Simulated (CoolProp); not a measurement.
Cyclopentane at 545 K and 1.84 MPa flows at 0.081 m/s in a round tube of 1 mm bore and 15 µm roughness, fully developed (64/Re and Nu = 3.66 if laminar; Colebrook and Gnielinski if turbulent). Each further row changes one setting.

Computed with CoolProp (reference Helmholtz-energy equation of state, Gedanitz 2015).

```csv
case,Reynolds number,Darcy friction factor,pressure drop (Pa/m),heat-transfer coefficient (W/(m² K)),mass flow (kg/h)
as stated,187,0.342,36.5,171,0.00744
velocity 0.162 m/s,374,0.171,72.9,171,0.0149
diameter 2 mm,374,0.171,9.11,85.6,0.0298
```

Viscosity comes from a separate model (Chung 1988), a generic estimate that can be far off for the liquid and wasn't checked against measurements. Thermal conductivity comes from a separate model (Vassiliou 2015).
